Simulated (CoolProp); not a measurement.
Water along the isotherm 527.8 K: density (kg/m³) from the reference equation and from simpler models built on Tc = 647.1 K, pc = 22060 kPa, ω = 0.344; each cubic takes its own stable root.

Computed with CoolProp (reference Helmholtz-energy equation of state, Wagner 2002).

```tsv
p (kPa)	phase	reference	Redlich-Kwong	Soave-Redlich-Kwong	Peng-Robinson
7140	liquid	795.3	526.2	563.5	639.3
14300	liquid	803.5	536.4	570.4	646.2
21400	liquid	811.0	545.3	576.7	(withheld)
28600	liquid	818.1	553.3	582.5	658.5
35700	liquid	824.6	560.5	587.9	664.0
42900	liquid	830.9	567.1	593.0	(withheld)
50000	liquid	836.8	573.2	597.6	673.9
57100	liquid	842.4	578.8	602.1	678.5
64300	liquid	847.9	584.1	606.3	682.8
71400	liquid	853.0	589.1	610.2	686.9
78600	liquid	858.1	593.8	614.1	(withheld)
85700	liquid	862.8	598.1	617.6	694.5
92900	liquid	(withheld)	602.4	621.1	(withheld)
100000	liquid	872.0	606.3	624.4	701.5
```

Problem. What belongs in the gaps?

Solution. 
- 21400, Peng-Robinson: 652.6
- 42900, Peng-Robinson: 669.2
- 78600, Peng-Robinson: 690.8
- 92900, reference: 867.5
- 92900, Peng-Robinson: 698.1
